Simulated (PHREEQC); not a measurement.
Make-up at 25 °C: 0.01 mol Al2(SO4)3, 4.5e-05 mol CuCl2 and 0.013 mol HCl per kg of water. Closed to the air; pH follows from the charge balance.

Computed with PHREEQC (ion-association model, phreeqc.dat).

```json
[
 {"quantity": "pH", "before": "2.10", "after": "4.01"},
 {"quantity": "ionic strength (mol/kgw)", "before": "0.0570", "after": "0.0434"},
 {"quantity": "AlSO4+ (mol/kgw)", "before": "0.0141", "after": "0.0146"},
 {"quantity": "SO4-2 (mol/kgw)", "before": "0.00872", "after": "0.0106"},
 {"quantity": "Al+3 (mol/kgw)", "before": "0.00412", "after": "0.00292"},
 {"quantity": "HSO4- (mol/kgw)", "before": "0.00366", "after": "5.81e-5"},
 {"quantity": "SI of Gibbsite (Al(OH)3)", "before": "-4.83", "after": "+0.80"}
]
```

**Question.** Which change was made?
A. Al2(SO4)3 from 0.01 to 0.005 mol/kgw
B. HCl left out
C. CuCl2 left out
D. CuCl2 from 4.5e-05 to 2.25e-05 mol/kgw
E. diluted 100-fold with water

**Answer.** B, HCl left out

Precipitation was switched off in this run. Some of these states are supersaturated (in Gibbsite (slow to form), for instance).
